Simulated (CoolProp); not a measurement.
Vapour-liquid equilibrium of R152A (1) + isobutene (2) at 204.9 K; x and y are mole fractions of (1).

The numbers come from the multi-fluid Helmholtz-energy mixture model, Outcalt 1996 and Lemmon 2005; pair parameters Bell 2016 in CoolProp.

| x | bubble pressure, mixture model (kPa) | bubble pressure, Raoult's law (kPa) | y, mixture model | y, Raoult's law |
|---|---|---|---|---|
| 0.05 | 5.502 | 4.157 | ? | 0.104 |
| 0.15 | 7.456 | 4.630 | 0.536 | 0.280 |
| 0.25 | 8.454 | 5.104 | 0.615 | 0.424 |
| 0.35 | 8.963 | 5.577 | 0.655 | 0.543 |
| 0.45 | 9.233 | 6.051 | 0.679 | 0.644 |
| 0.55 | 9.395 | 6.524 | ? | 0.730 |
| 0.65 | 9.503 | 6.997 | 0.720 | 0.804 |
| 0.75 | 9.554 | 7.471 | 0.752 | 0.869 |
| 0.85 | 9.474 | 7.944 | ? | 0.926 |
| 0.95 | ? | 8.418 | 0.910 | 0.977 |

Question: What belongs in the gaps?

Answer: 
- 0.05, y, mixture model: 0.319
- 0.55, y, mixture model: 0.699
- 0.85, y, mixture model: 0.806
- 0.95, bubble pressure, mixture model (kPa): 9.081

The largest gap from Raoult's law is +65.6 % in bubble pressure, at x = 0.25. y crosses x between x = 0.75 and 0.85: the model has an azeotrope there.

Pair parameters are fitted to limited data, so mixtures are less certain than the pure fluids. With so large a gap from Raoult's law the liquid may split in two, which this calculation doesn't test in full.
